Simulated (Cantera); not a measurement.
Input: 1 mol SiH4, 1.5 mol N2, 0.49 mol NH3, equilibrated at 0.000390 bar.

Cantera equilibrium calculation (NASA polynomials, part measured and part estimated; ideal gas, pure solids and liquids). Candidate condensed phases: Si, Si3N4; 18 gas species. Gases not in the tables: Si2H6 and higher silanes. Kinetics and transport are ignored.

Task: What share of the Si ends up in condensed phases as a function of T (°C), at 700, 800, 900, 1000, 1100, 1200, 1300, 1400, 1500, 1600, 1700?

Result: 
| T (°C) | Si condensed (%) | as |
|---|---|---|
| 700 | 100.0 | Si3N4(s) |
| 800 | 100.0 | Si3N4(s) |
| 900 | 100.0 | Si3N4(s) |
| 1000 | 100.0 | Si3N4(s) |
| 1100 | 100.0 | Si3N4(s) |
| 1200 | 100.0 | Si3N4(s) |
| 1300 | 99.9 | Si(s) |
| 1400 | 99.5 | Si(s) |
| 1500 | 97.4 | Si(l) |
| 1600 | 88.9 | Si(l) |
| 1700 | 57.4 | Si(l) |
